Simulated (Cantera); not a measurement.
**SiH₂Cl₂ + N₂ + H₂ (silicon nitride deposition)**

Charge: 1 mol SiH₂Cl₂, 22 mol N₂, 1.1 mol H₂.

Method: chemical equilibrium by Gibbs-energy minimisation in Cantera with the NASA 1993 tables (ideal gas, pure condensed phases). Candidate condensed phases: NH₄Cl, Si, Si₃N₄; 28 gas species. The tables' values for SiCl₃ are old estimates. The numbers say what is thermodynamically allowed, not how fast it happens.

**Question.** Map the stable condensed phases over T = 1648, 1698, 1748, 1798, 1848, 1898, 1948, 1998, 2048 K and P in Pa = 5, 13, 36, 98, 260, 710, 1900, 5100, 14000, 37000, 100000.

**Answer.** 
```
T in K \ P in Pa
              5     13     36     98    260    710   1900   5100  14000  37000 100000
   2048       A      A      A      A      A      B      B      B      B      C      C
   1998       A      A      A      A      A      B      B      B      B      C      C
   1948       A      A      A      A      B      B      B      B      C      C      C
   1898       A      A      A      A      B      B      B      C      C      C      C
   1848       A      A      A      B      B      B      B      C      C      C      C
   1798       A      A      B      B      B      B      C      C      C      C      C
   1748       A      A      B      B      B      C      C      C      C      C      C
   1698       A      B      B      B      C      C      C      C      C      C      C
   1648       B      B      B      C      C      C      C      C      C      C      C
```
A: gas only; B: Si; C: Si₃N₄.
